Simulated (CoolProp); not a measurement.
Vapour-liquid equilibrium of acetone (1) + n-hexane (2) at 181.75 °C; x and y are mole fractions of (1).

Values from CoolProp's multi-fluid Helmholtz-energy mixture model, Lemmon 2006 and Thol 2019; pair parameters Bell 2016.

Question: Give the bubble pressure and the first vapour's composition at x = 0.25, 0.55, 0.85. Is there an azeotrope?

Answer: x = 0.25: 1.883 MPa, y = 0.363; x = 0.55: 2.175 MPa, y = 0.594; x = 0.85: 2.182 MPa, y = 0.828. y crosses x between x = 0.65 and 0.75: the model has an azeotrope there.

The pair parameters rest on a limited set of measurements; away from them the model extrapolates.
